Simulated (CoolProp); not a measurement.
C2F6 (R116) at 347.65 K and 0.293 MPa flows at 0.074 m/s in a round tube of 4.6 mm bore and 45 µm roughness, fully developed (64/Re and Nu = 3.66 if laminar; Colebrook and Gnielinski if turbulent). Each further row changes one setting.

Values from CoolProp's reference Helmholtz-energy equation of state, Lemmon 2006. It is a short technical equation, of lower accuracy than the large ones.

| case | Reynolds number | Darcy friction factor | pressure drop (Pa/m) | heat-transfer coefficient (W/(m² K)) | mass flow (kg/h) |
|---|---|---|---|---|---|
| as stated | ___ | ___ | ___ | 14.9 | ___ |
| velocity 0.148 m/s | 590 | 0.108 | 3.68 | 14.9 | ___ |
| diameter 9.2 mm | 590 | 0.108 | 0.460 | 7.44 | 0.252 |

Question: Complete the blanks.

Answer: 
- as stated, Reynolds number: 295
- as stated, Darcy friction factor: 0.217
- as stated, pressure drop (Pa/m): 1.84
- as stated, mass flow (kg/h): 0.0631
- velocity 0.148 m/s, mass flow (kg/h): 0.126

Viscosity comes from a separate model (Huber 2003), an estimate that may be off by 10 % or more. Thermal conductivity comes from a separate model (Huber 2003), an estimate that may be off by 10 % or more.
